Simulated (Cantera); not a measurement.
Input: 1 mol B, 0.35 mol H2O, 0.51 mol H2, held at 2223.15 K and 18.0 mbar.

Method: chemical equilibrium by Gibbs-energy minimisation in Cantera with the NASA 1993 tables (ideal gas, pure condensed phases). Candidate condensed phases: B, B2O3, B3O3H3, H2O; 23 gas species. The tables' values for BH2 are old estimates; treat these amounts as uncertain. Equilibrium is a limit: real reactors are often held back by kinetics, nucleation or transport.

Base state: H2 0.692, HBO 0.128, BO 0.0877, B2O2 0.0478, H 0.0398, B2O 0.00214, BH2 0.00102, B2O3 0.000705 (mole fractions); condensed: B(s).

What changes in the equilibrium state with this change: temperature from 2223.15 K to 975 K?


| species | before | after |
|---|---|---|
| H2 | 0.692 | 0.999 |
| B3O3H3 | 1.45e-8 | 0.000791 |
| HBO | 0.128 | 3.56e-6 |
| BO | 0.0877 | <1e-9 |
| B2O2 | 0.0478 | <1e-9 |
| H | 0.0398 | 8.52e-9 |
| B2O | 0.00214 | <1e-9 |
| B2O3 | 0.000705 | <1e-9 |
| BH2 | 0.00102 | 2.18e-9 |
| B | 0.000208 | <1e-9 |
| BH | 2.54e-5 | <1e-9 |
| B(s), mol | 0.647 | 0.766 |
| B2O3(l), mol | 0 | 0.116 |
